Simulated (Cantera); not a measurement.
# Oxide etching and cleaning by halides: SiO2 + HF + O2

A closed system holds: 1 mol SiO2, 7.5 mol HF, 0.097 mol O2, at 773 K and 0.0293 Torr.

These are equilibrium values from Cantera (NASA tables, ideal gas, pure condensed phases), not measurements of a reactor. Candidate condensed phases: H2O, Si, SiO2; 38 gas species. Rates play no part.

```json
{
  "x(HF)": "0.737",
  "x(H2O)": "0.166",
  "x(SiF4)": "0.0831",
  "x(O2)": "0.0138",
  "n(SiO2(α-quartz))": "0.417 mol",
  "gas_amount": "7.014 mol",
  "log10 activity of Si(s) (absent)": "-45.78"
}
```
